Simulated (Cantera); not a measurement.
An isothermal, constant-pressure homogeneous reactor starts with 5.30 % CH₂O, 1.67 % O₂, 93.0 % N₂, at 1475 K and 300000 Pa.

Computed with Cantera and GRI-Mech 3.0 (53 species, 325 reactions). The temperature is held fixed by assumption; the heat of reaction is taken as removed at once.

One state of this run: x CH₂O = 2.60e-9; x O₂ = 3.51e-8; x C₂H = <1e-12; x CH₃ = 1.26e-10; x O = 8.38e-8; x N₂O = 2.03e-10; x HCO = 7.82e-8. x: mole fraction; the columns are a selection and need not sum to one.

Question: Which value of t (s) does it belong to?
A) 0.000435
B) 4.00e-5
C) 20.0
D) 0.00143

Answer: D, 0.00143
